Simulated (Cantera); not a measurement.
Feed: 1 mol SiH2Cl2, 0.14 mol NH3, held at 1475 K and 0.00133 bar.

Cantera equilibrium calculation (NASA polynomials, part measured and part estimated; ideal gas, pure solids and liquids). Candidate condensed phases: NH4Cl, Si, Si3N4; 28 gas species. Mutual solubility and eutectic melting of coexisting phases are not modelled. The tables' values for SiCl3, SiCl are old estimates; treat these amounts as uncertain. Equilibrium is a limit: real reactors are often held back by kinetics, nucleation or transport.

Base state: H2 0.434, SiCl2 0.321, HCl 0.210, N2 0.0216, SiCl3 0.0110, SiCl4 0.00128, SiHCl3 0.000250, H 0.000234 (mole fractions); condensed: Si(s) + Si3N4(s).

What changes in the equilibrium state with this change: NH3 from 0.14 to 8.3 mol?


| species | before | after |
|---|---|---|
| H2 | 0.434 | 0.699 |
| N2 | 0.0216 | 0.199 |
| HCl | 0.210 | 0.0928 |
| SiCl2 | 0.321 | 0.00882 |
| SiCl3 | 0.0110 | 0.000105 |
| SiCl4 | 0.00128 | 4.25e-6 |
| SiHCl3 | 0.000250 | 3.03e-6 |
| Si(s), mol | 0.219 | 0 |
| Si3N4(s), mol | 0.0108 | 0.280 |
The tables' values for SiCl3 are old estimates; treat these amounts as uncertain.
